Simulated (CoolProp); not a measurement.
Aqueous potassium carbonate as a coolant, at 38 °C, 1 atm.

Values from CoolProp's Melinder's fits for secondary coolants.

```csv
mass %,freezing point (°C),Prandtl number,conductivity (W/(m K)),viscosity (mPa s),density (kg/m³)
1.7,-0.5,4.59,0.627,0.703,1008
5,-1.6,4.81,0.624,0.763,1038
8.3,-2.9,5.11,0.620,0.837,1068
11.5,-4.3,5.46,0.617,0.920,1098
14.8,-5.8,5.87,0.614,1.02,1129
18.1,-7.6,6.32,0.611,1.13,1162
21.4,-9.8,6.84,0.608,1.27,1196
24.7,-12.5,7.47,0.604,1.43,1231
28,-16.0,8.26,0.601,1.63,1267
31.3,-20.5,9.28,0.596,1.87,1303
34.6,-26.0,10.6,0.592,2.19,1341
```
